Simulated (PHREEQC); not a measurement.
PHREEQC input (ion-association model, wateq4f.dat):

```
SOLUTION_MASTER_SPECIES
  An  An-  0  An  62.0  # stands for a non-complexing anion
SOLUTION_SPECIES
  An- = An-
    -log_k 0
    -gamma 3.0 0
PHASES
  Fix_H+
    H+ = H+
    -log_k 0
SOLUTION 1
  temp 25
  units mmol/kgw
  pH 7 charge
  S(6) 0.22
  Na 1.44
  Cl 0.0118
  Pb 0.0059
  An 1
END
SELECTED_OUTPUT 1
  -reset false
  -pH true
  -pe true
  -ionic_strength true
  -water true
  -totals Cl Na Pb S S(-2) S(6)
  -molalities Hfo_wOH Hfo_wOH2+ Hfo_wO- Hfo_sOH Hfo_sOH2+ Hfo_sO- Hfo_sOPb+ Hfo_wOPb+ Hfo_wSO4- Hfo_wOHSO4-2
  -saturation_indices Litharge Anglesite Cotunnite Laurionite Larnakite Halite Mirabilite
USER_PUNCH 1
  -headings sigma psi
  10 PUNCH EDL("sigma", "Hfo"), EDL("psi", "Hfo")
PRINT
  -reset false
USE solution 1
SURFACE 1
  Hfo_wOH 0.00224719 600 1
  Hfo_sOH 5.61798e-05
EQUILIBRIUM_PHASES 1
  Fix_H+ -3 HAn 10
    -force_equality true
  O2(g) -0.68 10
END
# ... the last block is repeated for the other 12 points of pH, with NaOH or the acid as the point needs
```

Selected output (columns that matter, 13 of 13 rows; pH added in front):

```
pH	mu	Na	Pb	S	m_Hfo_wOH	m_Hfo_wOH2+	si_Litharge	si_Anglesite	si_Cotunnite	si_Larnakite	si_Halite	si_Mirabilite	sigma	psi
3	0.0032126	0.00144	5.4587e-06	1.9795e-09	0.00038355	0.0016416	-12.091	-6.4267	-10.511	-13.307	-9.4056	-13.469	0.22436	0.21643
3.67	0.0021142	0.00144	2.5767e-06	4.0843e-09	0.00080676	0.0012081	-11.058	-6.3743	-10.808	-12.222	-9.396	-13.1	0.14226	0.20377
4.33	0.0017455	0.00144	2.8959e-07	2.1933e-08	0.0011038	0.00089215	-10.679	-6.5724	-11.746	-12.042	-9.3921	-12.353	0.082249	0.18057
5	0.0015875	0.00144	1.7724e-08	2.0685e-07	0.0012763	0.00069764	-10.55	-6.8033	-12.955	-12.143	-9.3904	-11.372	0.044018	0.15098
5.67	0.001514	0.00144	9.6773e-10	2.6953e-06	0.0013684	0.00058857	-10.474	-6.9506	-14.218	-12.214	-9.3895	-10.254	0.022239	0.11751
6.33	0.0015057	0.00144	5.7168e-11	3.0587e-05	0.0014585	0.00050225	-10.399	-7.1406	-15.463	-12.329	-9.3895	-9.1987	0.011272	0.084178
7	0.0015869	0.00144	4.4076e-12	0.00012937	0.0016256	0.00036518	-10.24	-7.6973	-16.645	-12.728	-9.3906	-8.5755	0.0060912	0.055518
7.67	0.0016517	0.00144	4.2772e-13	0.00020689	0.0017141	0.00027657	-10.104	-8.6989	-17.85	-13.593	-9.3915	-8.374	0.0023488	0.024386
8.33	0.0016727	0.0014598	5.915e-14	0.00021921	0.0017243	0.00025533	-10.067	-9.9572	-19.133	-14.814	-9.3858	-8.3378	-0.0011742	-0.012452
9	0.0016968	0.0014969	1.3957e-14	0.00021996	0.0017238	0.00024184	-10.043	-11.273	-20.45	-16.106	-9.3752	-8.3154	-0.0055807	-0.050699
9.67	0.0017591	0.001583	6.4728e-15	0.00022	0.0017196	0.00022075	-10.004	-12.574	-21.751	-17.368	-9.3516	-8.2689	-0.013209	-0.088053
10.33	0.001981	0.0018519	6.6263e-15	0.00022	0.0017023	0.00018388	-9.9244	-13.82	-22.994	-18.534	-9.2858	-8.14	-0.028174	-0.12266
11	0.0029212	0.002898	1.8619e-14	0.00022	0.001625	0.0001206	-9.7413	-14.995	-24.159	-19.526	-9.0998	-7.7779	-0.061693	-0.15265
```

The oxide is taken as insoluble; below pH 4 it would dissolve.
